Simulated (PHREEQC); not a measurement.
1 kg of water holding 0.16 mol/kgw NaOH, 0.06 mol/kgw NaCl and 0.0036 mol/kgw Na2CO3 is evaporated at 25 °C; the solids stay in contact with the brine. No CO2 enters from the air. Solids allowed: Halite, Nahcolite, Natron, Trona. Others were left out.

Computed with PHREEQC (Pitzer model, pitzer.dat).

Question: Predict ionic strength, water activity at water left (kg) = 1, 0.3082, 0.2533, 0.0293, 0.01627.

Answer: 
```
water left (kg)  ionic strength  water activity
---------------  --------------  --------------
1                         0.231           0.993
0.3082                    0.749           0.976
0.2533                    0.911           0.971
0.0293                     7.88           0.668
0.01627                    11.9           0.418
```
